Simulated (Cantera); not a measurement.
What does this Cantera script print?

```python
import numpy as np
import cantera as ct

gas_names = [...]  # 113 gases of nasa_gas.yaml made of C, H, O, Ta
cond_names = """
    C(gr) C6H6(L) C7H8(L) C8H18(L),n-octa H2O(s) H2O(L) Ta(cr) Ta(L) TaC(s) TaC(L) Ta2O5(s) Ta2O5(L)
""".split()


# ... load() reads the species with a 1 bar reference pressure and builds the phases ...
atoms = {
    'Ta(OEt)5': {'Ta': 1, 'C': 10, 'H': 25, 'O': 5},
    'O2': {'O': 2},
}
top_T = {'C(gr)': 4500}  # K; cautious upper limits of use, not melting points


# ... equilibrate(T, P, feed) seeds the gas with the atoms and calls Mixture.equilibrate('TP', solver="vcs", rtol=1e-11, max_steps=5000) ...
results = []
feed = {'Ta(OEt)5': 1, 'O2': 0.059}  # mol
P = 470000  # Pa
for T in [898, 998, 1098, 1198, 1298, 1398, 1498, 1598, 1698, 1798, 1898, 1998, 2098, 2198]:
    mix = equilibrate(T, P, feed)
    results.append((T, P, feed, dict(zip(mix.species_names, mix.species_moles))))

top = {s: max(r[3][s] / sum(r[3][g] for g in gas_names) for r in results) for s in gas_names}
cols = sorted((s for s in top if top[s] > 0.001), key=lambda s: -top[s])[:6]
seen = [c for c in cond_names if any(r[3].get(c, 0) > 1e-12 for r in results)]
print("log10 of partial pressures in bar; condensed amounts in mol")
print(f"{'T/K':>10s}" + "".join(f"{s[:9]:>10s}" for s in cols + seen))
for T, P, feed, n in results:
    ng = sum(n[g] for g in gas_names)
    print(f"{T:10.4g}" + "".join(f"{np.log10(max(n[s] / ng * P / 1e5, 1e-99)):10.3f}" for s in cols)
          + "".join(f"{n.get(c, 0):10.4g}" for c in seen))
```

It prints:

```
log10 of partial pressures in bar; condensed amounts in mol
       T/K        H2       CH4        CO       H2O       CO2         H     C(gr)    TaC(s)  Ta2O5(s)
       898     0.330     0.166    -0.822    -0.089    -0.875    -9.796     6.284         0       0.5
       998     0.464    -0.083    -0.401    -0.326    -1.031    -8.435     6.732         0       0.5
      1098     0.530    -0.377    -0.188    -0.694    -1.415    -7.342     6.876         0       0.5
      1198     0.560    -0.674    -0.114    -1.130    -1.940    -6.441         7         0       0.5
      1298     0.574    -0.950    -0.095    -1.552    -2.466    -5.683      7.13         0       0.5
      1398     0.524    -1.311     0.110    -1.788    -2.537    -5.063     4.312    0.8464   0.07678
      1498     0.518    -1.550     0.135    -2.105    -2.900    -4.506     3.811         1         0
      1598     0.520    -1.744     0.136    -2.397    -3.258    -4.014     3.831         1         0
      1698     0.521    -1.915     0.136    -2.655    -3.573    -3.579     3.844         1         0
      1798     0.521    -2.068     0.136    -2.884    -3.851    -3.193     3.851         1         0
      1898     0.522    -2.204     0.136    -3.088    -4.097    -2.846     3.852         1         0
      1998     0.522    -2.327     0.135    -3.271    -4.317    -2.534     3.847         1         0
      2098     0.521    -2.437     0.135    -3.436    -4.515    -2.251     3.833         1         0
      2198     0.520    -2.538     0.135    -3.586    -4.693    -1.994     3.808         1         0
```

Method: chemical equilibrium by Gibbs-energy minimisation in Cantera with the NASA 1993 tables (ideal gas, pure condensed phases). The feed counts by its element totals alone. Mutual solubility and eutectic melting of coexisting phases are not modelled. TaC: taken at fixed stoichiometry. Condensed phases not in the tables: Ta2C.
